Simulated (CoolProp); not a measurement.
Vapour-liquid equilibrium of R114 (1) + n-hexane (2) at 2.07 bar; x and y are mole fractions of (1).

Values from CoolProp's multi-fluid Helmholtz-energy mixture model, Platzer 1990 and Thol 2019; pair parameters Bell 2016. This equation is an older, rougher fit; its heat capacities, sound speeds and derivatives of the liquid may be far off and weren't checked against measurements.

Q: Give the bubble temperature and the first vapour's composition at x = 0.2, 0.35, 0.95. Is there an azeotrope?

A: x = 0.2: 331.6 K, y = 0.696; x = 0.35: 319.4 K, y = 0.829; x = 0.95: 298.4 K, y = 0.990. No azeotrope shows between x = 0.05 and 0.95.

The pair parameters rest on a limited set of measurements; away from them the model extrapolates.
